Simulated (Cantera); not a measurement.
A closed system holds: 1 mol NH3, 0.069 mol H2O, 0.12 mol O2, at 0.0900 Torr.

These are equilibrium values from Cantera (NASA tables, ideal gas, pure condensed phases), not measurements of a reactor. Candidate condensed phases: H2O; 24 gas species. Kinetics and transport are ignored. All values below are at 2373 K.

Base state: H 0.553, H2 0.188, N2 0.162, O 0.0378, H2O 0.0365, OH 0.0191, O2 0.00305, NO 0.000993 (mole fractions); condensed: gas only.

Question: What changes in the equilibrium state with this change: NH3 replaced by CS2?

Answer: 
```json
[
 {"species": "S", "before": "0", "after": "0.471"},
 {"species": "CS", "before": "0", "after": "0.293"},
 {"species": "CO", "before": "0", "after": "0.132"},
 {"species": "H", "before": "0.553", "after": "0.0543"},
 {"species": "N2", "before": "0.162", "after": "0"},
 {"species": "S2", "before": "0", "after": "0.0427"},
 {"species": "H2O", "before": "0.0365", "after": "<1e-9"},
 {"species": "OH", "before": "0.0191", "after": "<1e-9"},
 {"species": "O", "before": "0.0378", "after": "5.18e-9"},
 {"species": "H2", "before": "0.188", "after": "0.00181"},
 {"species": "CS2", "before": "0", "after": "0.00326"},
 {"species": "O2", "before": "0.00305", "after": "<1e-9"},
 {"species": "SH", "before": "0", "after": "0.00126"}
]
```
Further candidate phases: C, C6H6, C7H8, C8H18, H2SO4, S.
